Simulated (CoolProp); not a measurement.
Vapour-liquid equilibrium of cyclohexane (1) + m-xylene (2) at 1.11 MPa; x and y are mole fractions of (1).

Model: multi-fluid Helmholtz-energy mixture model, Zhou 2014 and Zhou 2012; pair parameters Bell 2016, in CoolProp.

Problem. Give the bubble temperature and the first vapour's composition at x = 0.25, 0.35, 0.75. Is there an azeotrope?

Solution. x = 0.25: 232.0 °C, y = 0.448; x = 0.35: 223.8 °C, y = 0.569; x = 0.75: 199.4 °C, y = 0.873. No azeotrope shows between x = 0.05 and 0.95.

Pair parameters are fitted to limited data, so mixtures are less certain than the pure fluids.
